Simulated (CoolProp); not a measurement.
Properties of octamethylcyclotetrasiloxane (D4) along the isotherm 346.85 °C.

Computed with CoolProp (reference Helmholtz-energy equation of state, Thol 2015).

```json
[
 {"p (MPa)": "0.0107", "phase": "gas", "density (kg/m³)": "0.6171", "speed of sound (m/s)": "132.5", "Joule-Thomson coefficient (K/MPa)": "7.036", "fugacity coefficient": "0.9977"},
 {"p (MPa)": "0.0242", "phase": "gas", "density (kg/m³)": "1.400", "speed of sound (m/s)": "132.1", "Joule-Thomson coefficient (K/MPa)": "7.067", "fugacity coefficient": "0.9949"},
 {"p (MPa)": "0.0552", "phase": "gas", "density (kg/m³)": "3.214", "speed of sound (m/s)": "131.2", "Joule-Thomson coefficient (K/MPa)": "7.140", "fugacity coefficient": "0.9884"},
 {"p (MPa)": "0.126", "phase": "gas", "density (kg/m³)": "7.451", "speed of sound (m/s)": "129.3", "Joule-Thomson coefficient (K/MPa)": "7.315", "fugacity coefficient": "0.9736"},
 {"p (MPa)": "0.286", "phase": "gas", "density (kg/m³)": "17.56", "speed of sound (m/s)": "124.7", "Joule-Thomson coefficient (K/MPa)": "7.749", "fugacity coefficient": "0.9405"},
 {"p (MPa)": "0.65", "phase": "gas", "density (kg/m³)": "44.00", "speed of sound (m/s)": "113.0", "Joule-Thomson coefficient (K/MPa)": "9.012", "fugacity coefficient": "0.8666"},
 {"p (MPa)": "1.48", "phase": "supercritical", "density (kg/m³)": "142.0", "speed of sound (m/s)": "79.47", "Joule-Thomson coefficient (K/MPa)": "14.84", "fugacity coefficient": "0.7050"},
 {"p (MPa)": "3.37", "phase": "supercritical", "density (kg/m³)": "483.4", "speed of sound (m/s)": "148.2", "Joule-Thomson coefficient (K/MPa)": "2.200", "fugacity coefficient": "0.4366"}
]
```
